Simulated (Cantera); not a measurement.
An adiabatic, constant-pressure homogeneous reactor starts with CO : H₂ : CH₄ : O₂ : N₂ : CO₂ = 1 : 0.14 : 1.5 : 5.36 : 20.1 : 3.9 (molar parts), equivalence ratio 0.67, at 1598 K and 11.0 bar.

Computed with Cantera and GRI-Mech 3.0 (53 species, 325 reactions).

One state of this run: T (K) = 2576; x CO = 0.0133; x H₂ = 0.00104; x CH₄ = <1e-12; x NO = 0.0120; x C₂H₂ = <1e-12. x: mole fraction; the columns are a selection and need not sum to one.

Q: Which value of t (s) does it belong to?
(A) 5.00e-6
(B) 4.78e-5
(C) 0.0888
(D) 2.25e-5

A: C, 0.0888
